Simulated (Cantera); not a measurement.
Feed: 1 mol MgCO₃, 1.5 mol H₂S, 1.1 mol O₂, held at 1275 K and 0.0900 bar.

Cantera equilibrium calculation (NASA polynomials, part measured and part estimated; ideal gas, pure solids and liquids). Candidate condensed phases: C, C₆H₆, C₇H₈, C₈H₁₈, H₂O, H₂SO₄, Mg, MgCO₃, MgO, Mg(OH)₂, MgS, MgSO₄, S; 130 gas species. Gases not in the tables: S₃ to S₇. The numbers say what is thermodynamically allowed, not how fast it happens.

Base state: H₂O 0.388, CO₂ 0.267, SO₂ 0.137, S₂ 0.132, H₂S 0.0287, CO 0.0230, H₂ 0.0201, S₂O 0.00234 (mole fractions); condensed: MgO(s).

Q: What changes in the equilibrium state with this change: temperature from 1275 K to 1748 K?

A: 
```
species        before     after
-----------  --------  --------
H₂O             0.388     0.327
SO₂             0.137     0.196
CO₂             0.267     0.150
CO             0.0230     0.127
SO           0.000629    0.0152
H₂             0.0201    0.0767
H₂S            0.0287   0.00911
S₂              0.132    0.0935
OH            7.82e-8   5.25e-5
H             3.48e-7  0.000211
S             2.29e-6  0.000491
MgO(s), mol      1.00     1.000
```
